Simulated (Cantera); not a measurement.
A closed system holds: 1 mol BF₃, 0.24 mol H₂O, 0.19 mol N₂, equilibrated at 1625 K and 1.00 bar.

These are equilibrium values from Cantera (NASA tables, ideal gas, pure condensed phases), not measurements of a reactor. Candidate condensed phases: B, BN, B₂O₃, B₃O₃H₃, H₂O; 62 gas species. Gases not in the tables: H₃BO₃. The numbers say what is thermodynamically allowed, not how fast it happens.

Base state: BF₃ 0.503, HF 0.247, N₂ 0.119, BOF 0.0943, H₂O 0.0246, B₃O₃F₃ 0.00805, HBO₂ 0.00338, BOF₂ 7.59e-5 (mole fractions); condensed: gas only.

What changes in the equilibrium state with this change: H₂O from 0.24 to 4.1 mol?


```json
[
 {"species": "H₂O", "before": "0.0246", "after": "0.499"},
 {"species": "HF", "before": "0.247", "after": "0.314"},
 {"species": "BOF", "before": "0.0943", "after": "0.0752"},
 {"species": "BF₃", "before": "0.503", "after": "0.0319"},
 {"species": "N₂", "before": "0.119", "after": "0.0315"},
 {"species": "HBO₂", "before": "0.00338", "after": "0.0431"},
 {"species": "(HBO₂)₃", "before": "4.43e-7", "after": "0.000917"},
 {"species": "O₂", "before": "1.05e-5", "after": "0.000147"}
]
```

What changes in the equilibrium state with this change: BF₃ replaced by B₂O₃?


| species | before | after |
|---|---|---|
| H₂O | 0.0246 | 0.518 |
| N₂ | 0.119 | 0.431 |
| HBO₂ | 0.00338 | 0.0482 |
| BF₃ | 0.503 | 0 |
| HF | 0.247 | 0 |
| BOF | 0.0943 | 0 |
| B₃O₃F₃ | 0.00805 | 0 |
| BOF₂ | 7.59e-5 | 0 |
| (HBO₂)₃ | 4.43e-7 | 0.00129 |
| B₂O₃(l), mol | 0 | 0.988 |

What changes in the equilibrium state with this change: pressure from 1.00 bar to 0.000450 bar?


```csv
species,before,after
BF₃,0.503,0.455
HF,0.247,0.287
BOF,0.0943,0.144
H₂O,0.0246,2.52e-5
N₂,0.119,0.114
B₃O₃F₃,0.00805,5.76e-9
HBO₂,0.00338,4.54e-6
B₂O₃,2.36e-5,4.14e-8
F,1.34e-7,2.63e-5
H₂,6.73e-5,5.25e-6
```
The tables' values for BF₂ are old estimates; treat these amounts as uncertain.
